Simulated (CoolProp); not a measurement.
The numbers come from the reference Helmholtz-energy equation of state, Smukala 2000 in CoolProp.

Q: Give the vapour pressure (MPa), enthalpy of vaporisation (kJ/kg), liquid cp (kJ/(kg K)) of saturated ethylene at 215.6, 237.8, 260 K.

A: 
| T (K) | p (MPa) | enthalpy of vaporisation (kJ/kg) | liquid cp (kJ/(kg K)) |
|---|---|---|---|
| 215.6 | 0.823 | 401 | 2.65 |
| 237.8 | 1.66 | 345 | 2.99 |
| 260 | 3.00 | 263 | 3.95 |
